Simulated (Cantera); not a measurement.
## Ignition delay

Mixture: 5.46 % C3H8, 24.8 % O2, 69.3 % N2, 0.420 % H2O, equivalence ratio 1.1, at 1.78 atm, adiabatic and at constant pressure. Ignition delay is the time to a rise of 400 K.

Cantera simulation using GRI-Mech 3.0 (53 species, 325 reactions); the numbers are that mechanism's predictions, not measurements. GRI-Mech 3.0 was tuned for natural gas; its chemistry of propane as a main component is partial and can be far from experiment.

```tsv
T0 (K)	delay (ms)
1000	299
1075	57.3
1150	11.2
1225	2.45
1300	0.635
1375	0.202
1450	0.0786
```

| Item | Value |
|---|---|
| apparent activation energy between 1300 and 1450 K | 220 kJ/mol |
